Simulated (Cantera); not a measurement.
Standard-state values (1 bar) from the NASA 1993 polynomials, evaluated with Cantera. Values are per mole of reaction as written; species without (g) are pure solids or liquids, kept so even where they would boil at 1 bar. TaC: taken at fixed stoichiometry.

2 C₆H₆(g) + 9 Ta = 9 TaC + 3 CH₄(g)

```tsv
T (K)	ΔH° (kJ)	ΔS° (J/K)	ΔG° (kJ)	log10 K
300	-1686.3	29.2	-1695.1	295.14
423	-1681.2	43.7	-1699.7	209.88
473	-1679.6	47.3	-1702.0	187.95
523	-1678.2	50.0	-1704.4	170.22
573	?	?	?	?
623	?	?	?	?
```

### Question
Fill in the missing entries.

### Answer

- 573, ΔH° (kJ): -1677.2
- 573, ΔS° (J/K): 52.0
- 573, ΔG° (kJ): -1707.0
- 573, log10 K: 155.60
- 623, ΔH° (kJ): -1676.3
- 623, ΔS° (J/K): 53.4
- 623, ΔG° (kJ): -1709.6
- 623, log10 K: 143.34
